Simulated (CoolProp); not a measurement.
Computed with CoolProp (reference Helmholtz-energy equation of state, de Reuck 1990).

### Question
Give the vapour pressure (MPa), vapour density (kg/m³), enthalpy of vaporisation (kJ/kg), liquid cp (kJ/(kg K)) of saturated fluorine at -190.95 °C.

### Answer
```
T (°C)   p (MPa)  vapour density (kg/m³)  enthalpy of vaporisation (kJ/kg)  liquid cp (kJ/(kg K))
-------  -------  ----------------------  --------------------------------  ---------------------
-190.95   0.0723                    4.13                               177                   1.50
```
